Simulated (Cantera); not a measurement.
Mixture: CH4 : CO : O2 : N2 = 1 : 0.047 : 1.26 : 4.76 (molar parts), equivalence ratio 1.6, at 7050 Torr, adiabatic and at constant volume. Ignition delay is the time to a rise of 400 K.

Model: GRI-Mech 3.0 (53 species, 325 reactions), integrated in Cantera.

Problem. What does this change do: N2 4.76 to 3.4 parts?

Solution. 
| quantity | before | after |
|---|---|---|
| delay at 1250 K | 3.59 ms | 2.72 ms |
| delay at 1300 K | 1.98 ms | 1.49 ms |
| delay at 1350 K | 1.12 ms | 0.840 ms |
| delay at 1400 K | 0.648 ms | 0.486 ms |
| delay at 1450 K | 0.383 ms | 0.287 ms |
| delay at 1500 K | 0.231 ms | 0.174 ms |
| delay at 1550 K | 0.142 ms | 0.108 ms |
| apparent activation energy between 1450 and 1550 K | 190 kJ/mol | 180 kJ/mol |

Problem. What does this change do: pressure from 7050 Torr to 7430 Torr?

Solution. 
```
quantity                                                before       after
--------------------------------------------------  ----------  ----------
delay at 1250 K                                        3.59 ms     3.40 ms
delay at 1300 K                                        1.98 ms     1.88 ms
delay at 1350 K                                        1.12 ms     1.06 ms
delay at 1400 K                                       0.648 ms    0.617 ms
delay at 1450 K                                       0.383 ms    0.366 ms
delay at 1500 K                                       0.231 ms    0.221 ms
delay at 1550 K                                       0.142 ms    0.136 ms
apparent activation energy between 1450 and 1550 K  190 kJ/mol  180 kJ/mol
```
